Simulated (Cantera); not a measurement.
## Thermodynamics of carbothermic reduction, feed CuO + CO

Charge: 1 mol CuO, 4 mol CO, at 1098.15 K.

These are equilibrium values from Cantera (NASA tables, ideal gas, pure condensed phases), not measurements of a reactor. Candidate condensed phases: C, Cu, CuO, Cu2O; 15 gas species. Equilibrium is a limit: real reactors are often held back by kinetics, nucleation or transport.

```json
[
 {"P (Pa)": "10", "log p CO": "-4.12", "log p CO2": "-4.60", "log p Cu": "-9.25", "n Cu(s)": "1.000", "n C(graphite)": "0"},
 {"P (Pa)": "52", "log p CO": "-3.41", "log p CO2": "-3.89", "log p Cu": "-9.25", "n Cu(s)": "1.000", "n C(graphite)": "0"},
 {"P (Pa)": "270", "log p CO": "-2.69", "log p CO2": "-3.17", "log p Cu": "-9.25", "n Cu(s)": "1.000", "n C(graphite)": "0"},
 {"P (Pa)": "1400", "log p CO": "-1.98", "log p CO2": "-2.46", "log p Cu": "-9.25", "n Cu(s)": "1.00", "n C(graphite)": "0"},
 {"P (Pa)": "7200", "log p CO": "-1.27", "log p CO2": "-1.74", "log p Cu": "-9.25", "n Cu(s)": "1.00", "n C(graphite)": "0"},
 {"P (Pa)": "37000", "log p CO": "-0.56", "log p CO2": "-1.03", "log p Cu": "-9.25", "n Cu(s)": "1.00", "n C(graphite)": "0"},
 {"P (Pa)": "190000", "log p CO": "0.15", "log p CO2": "-0.32", "log p Cu": "-9.25", "n Cu(s)": "1.00", "n C(graphite)": "0"},
 {"P (Pa)": "1000000", "log p CO": "0.80", "log p CO2": "0.56", "log p Cu": "-9.25", "n Cu(s)": "1.00", "n C(graphite)": "0.340"}
]
```
log p: log10 of the partial pressure in bar; n: condensed amount in mol.

From 10.0 Pa to 1.90 bar the condensed part is Cu(s). At 10.0 bar the condensed part is C(graphite) + Cu(s).
